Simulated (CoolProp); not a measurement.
Computed with CoolProp (reference Helmholtz-energy equation of state, Wu 2011).

Task: Give the vapour pressure (MPa), surface tension (mN/m), liquid viscosity (µPa s) of saturated dimethyl ether at 193.2, 202.4, 239.3 K.

Result: 
```csv
T (K),p (MPa),surface tension (mN/m),liquid viscosity (µPa s)
193.2,0.00404,27.5,497
202.4,0.00799,26.0,413
239.3,0.0671,20.1,232
```

Viscosity comes from a separate model (Meng 2012). Surface tension comes from a separate correlation (Mulero 2012).
